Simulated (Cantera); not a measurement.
## Reactions in the system C-H-O-Ta

Source: NASA polynomial tables (part measured, part estimated), evaluated in Cantera. Values are per mole of reaction as written; species without (g) are pure solids or liquids, kept so even where they would boil at 1 bar. TaC: taken at fixed stoichiometry.

7 C₂H₄(g) + Ta₂O₅ → 7 CH₄(g) + 5 CO(g) + 2 TaC

| T (K) | ΔH° (kJ) | ΔS° (J/K) | ΔG° (kJ) | log10 K | condensed phases |
|---|---|---|---|---|---|
| 1050 | 286.5 | 662.4 | -409.0 | 20.35 | Ta₂O₅(s), TaC(s) |
| 1200 | 278.3 | 655.1 | -507.8 | 22.11 | Ta₂O₅(s), TaC(s) |
| 1350 | 270.7 | 649.2 | -605.6 | 23.43 | Ta₂O₅(s), TaC(s) |
| 1500 | 263.9 | 644.4 | -702.6 | 24.47 | Ta₂O₅(s), TaC(s) |
| 1650 | 257.8 | 640.5 | -799.0 | 25.29 | Ta₂O₅(s), TaC(s) |
| 1800 | 252.5 | 637.4 | -894.8 | 25.97 | Ta₂O₅(s), TaC(s) |
| 1950 | 248.0 | 635.0 | -990.3 | 26.53 | Ta₂O₅(s), TaC(s) |
| 2100 | 122.4 | 574.0 | -1082.9 | 26.93 | Ta₂O₅(l), TaC(s) |
| 2250 | 113.2 | 569.7 | -1168.7 | 27.13 | Ta₂O₅(l), TaC(s) |
| 2400 | 105.0 | 566.2 | -1253.8 | 27.29 | Ta₂O₅(l), TaC(s) |

3 C₂H₂(g) + 2 TaO₂(g) → 2 CO₂(g) + C₂H₆(g) + 2 TaC

| T (K) | ΔH° (kJ) | ΔS° (J/K) | ΔG° (kJ) | log10 K |
|---|---|---|---|---|
| 1050 | -1441.0 | -425.6 | -994.1 | 49.45 |
| 1200 | -1437.7 | -422.7 | -930.4 | 40.50 |
| 1350 | -1433.9 | -419.8 | -867.3 | 33.56 |
| 1500 | -1429.6 | -416.7 | -804.5 | 28.02 |
| 1650 | -1424.8 | -413.7 | -742.2 | 23.50 |
| 1800 | -1419.6 | -410.7 | -680.4 | 19.74 |
| 1950 | -1414.1 | -407.7 | -619.0 | 16.58 |
| 2100 | -1408.2 | -404.8 | -558.1 | 13.88 |
| 2250 | -1402.0 | -401.9 | -497.6 | 11.55 |
| 2400 | -1395.5 | -399.2 | -437.5 | 9.52 |
